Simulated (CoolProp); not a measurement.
Saturation properties of C3F8 (R218) (Tc = 345.0 K, pc = 2640 kPa, ω = 0.317).

The numbers come from the reference Helmholtz-energy equation of state, Lemmon 2006 in CoolProp. It is a short technical equation, of lower accuracy than the large ones.

```csv
T (K),p (kPa),liquid cp (kJ/(kg K)),vapour Z,liquid viscosity (µPa s),liquid conductivity (mW/(m K))
176,2.066,0.8589,0.9963,1520,77.0
181.7,3.413,0.8686,0.9948,?,?
187.4,5.436,0.8785,0.9928,1130,74.5
193.1,8.380,0.8886,0.9902,993,73.1
198.8,12.54,0.8990,0.9871,876,71.8
204.5,18.28,0.9096,0.9833,778,70.4
210.2,25.99,0.9205,0.9788,?,68.9
215.9,?,?,?,624,67.5
```

Complete the blanks.


- 181.7, liquid viscosity (µPa s): 1300
- 181.7, liquid conductivity (mW/(m K)): 75.7
- 210.2, liquid viscosity (µPa s): 695
- 215.9, p (kPa): 36.15
- 215.9, liquid cp (kJ/(kg K)): 0.9318
- 215.9, vapour Z: 0.9734

It boils at 236.4 K under 1 atm.

Viscosity comes from a separate model (Huber 2003), an estimate that may be off by 10 % or more. Thermal conductivity comes from a separate model (Huber 2003), an estimate that may be off by 10 % or more.
